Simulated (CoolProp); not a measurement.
Toluene at 293.15 K and 10.5 MPa flows at 0.065 m/s in a round tube of 4.6 mm bore and 45 µm roughness, fully developed (64/Re and Nu = 3.66 if laminar; Colebrook and Gnielinski if turbulent). Each further row changes one setting.

Values from CoolProp's reference Helmholtz-energy equation of state, Lemmon 2006. It is a short technical equation, of lower accuracy than the large ones.

| case | Reynolds number | Darcy friction factor | pressure drop (Pa/m) | heat-transfer coefficient (W/(m² K)) | mass flow (kg/h) |
|---|---|---|---|---|---|
| as stated | 409 | 0.157 | 62.9 | 107 | 3.40 |
| velocity 0.13 m/s | 817 | 0.0783 | 126 | 107 | 6.80 |
| diameter 9.2 mm | 817 | 0.0783 | 15.7 | 53.7 | 13.6 |

Viscosity comes from a separate model (Avgeri 2015). Thermal conductivity comes from a separate model (Assael 2012).
